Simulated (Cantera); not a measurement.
What does this Cantera script print?

```python
import numpy as np
import cantera as ct

gas_names = """
    CL CL2 H HCL H2 Si SiCL SiCL2 SiCL3 SiCL4 SiH SiHCL3 SiH2 SiH2CL2 SiH3 SiH3CL SiH4 Si2 Si3
""".split()
cond_names = """
    Si(cr) Si(L)
""".split()


def load(file, names, dense=False):
    # The tables refer to 1 bar. Condensed volumes are neglected.
    table = {s.name: s for s in ct.Species.list_from_file(file)}
    out = []
    for n in names:
        d = dict(table[n].input_data)
        d["thermo"] = dict(d["thermo"], **{"reference-pressure": 1e5})
        if dense:
            d["equation-of-state"] = {"model": "constant-volume", "density": "1e6 g/cm^3"}
        out.append(ct.Species.from_dict(d))
    return out


gas = ct.Solution(thermo="ideal-gas", species=load("nasa_gas.yaml", gas_names))
cond = {s.name: ct.Solution(thermo="fixed-stoichiometry", species=[s], name=s.name)
        for s in load("nasa_condensed.yaml", cond_names, dense=True)}
atoms = {
    'SiH4': {'Si': 1, 'H': 4},
    'HCl': {'H': 1, 'CL': 1},
    'H2': {'H': 2},
    'Cl2': {'CL': 2},
}
top_T = {}  # K; cautious upper limits of use, not melting points


def equilibrate(T, P, feed):
    n = {}
    for name, mol in feed.items():
        for a, k in atoms[name].items():
            n[a] = n.get(a, 0.0) + k * mol
    gas.TPX = T, P, n
    mass = sum(n.values()) * gas.mean_molecular_weight
    gas.equilibrate("TP")
    valid = [c for c in cond.values() if c.min_temp <= T <= top_T.get(c.name, c.max_temp)]
    mix = ct.Mixture([(gas, mass / gas.mean_molecular_weight)] + [(c, 0.0) for c in valid])
    mix.T, mix.P = T, P
    mix.equilibrate("TP", solver="vcs", rtol=1e-11, max_steps=5000)
    return mix


results = []
feed = {'SiH4': 1, 'HCl': 0.27, 'H2': 4.3, 'Cl2': 0.039}  # mol
T = 1598  # K
P = 1000  # Pa
mix = equilibrate(T, P, feed)
results.append((T, P, feed, dict(zip(mix.species_names, mix.species_moles))))
x = sorted(zip(gas.X, gas.species_names), reverse=True)
print(f"T = {T:g} K  P = {P:g} Pa  gas = {mix.phase_moles(0):.4g} mol")
print("   x: " + "  ".join(f"{s} {v:.3e}" for v, s in x if v > 0.0001))
print("   condensed (mol): " + ("  ".join(f"{mix.phase(i).name} {mix.phase_moles(i):.4g}"
      for i in range(1, mix.n_phases) if mix.phase_moles(i) > 1e-12) or "none"))
```

Output:

```
T = 1598 K  P = 1000 Pa  gas = 6.611 mol
   x: H2 9.529e-01  HCL 4.059e-02  SiCL2 5.954e-03  H 5.196e-04
   condensed (mol): Si(cr) 0.9602
```

Method: chemical equilibrium by Gibbs-energy minimisation in Cantera with the NASA 1993 tables (ideal gas, pure condensed phases). The tables' values for SiCl3, SiCl are old estimates; treat these amounts as uncertain.
